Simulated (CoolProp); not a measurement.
Vapour-liquid equilibrium of R143a (1) + R1234yf (2) at 0.196 MPa; x and y are mole fractions of (1).

Values from CoolProp's multi-fluid Helmholtz-energy mixture model, Lemmon and Jacobsen 2000 and Lemmon 2022; pair parameters Bell 2016.

```json
[
 {"x": "0.05", "bubble temperature, mixture model (K)": "258.3", "bubble temperature, Raoult's law (K)": "258.5", "y, mixture model": "0.100", "y, Raoult's law": "0.097"},
 {"x": "0.2", "bubble temperature, mixture model (K)": "254.3", "bubble temperature, Raoult's law (K)": "254.8", "y, mixture model": "0.341", "y, Raoult's law": "0.342"},
 {"x": "0.35", "bubble temperature, mixture model (K)": "251.0", "bubble temperature, Raoult's law (K)": "251.6", "y, mixture model": "0.523", "y, Raoult's law": "0.531"},
 {"x": "0.5", "bubble temperature, mixture model (K)": "248.2", "bubble temperature, Raoult's law (K)": "248.7", "y, mixture model": "0.666", "y, Raoult's law": "0.680"},
 {"x": "0.65", "bubble temperature, mixture model (K)": "245.7", "bubble temperature, Raoult's law (K)": "246.1", "y, mixture model": "0.785", "y, Raoult's law": "0.799"},
 {"x": "0.8", "bubble temperature, mixture model (K)": "243.5", "bubble temperature, Raoult's law (K)": "243.7", "y, mixture model": "0.885", "y, Raoult's law": "0.897"},
 {"x": "0.95", "bubble temperature, mixture model (K)": "241.5", "bubble temperature, Raoult's law (K)": "241.6", "y, mixture model": "0.973", "y, Raoult's law": "0.976"}
]
```

The largest gap from Raoult's law is -0.6 K in bubble temperature, at x = 0.35. No azeotrope shows between x = 0.05 and 0.95.

The pair parameters rest on a limited set of measurements; away from them the model extrapolates.
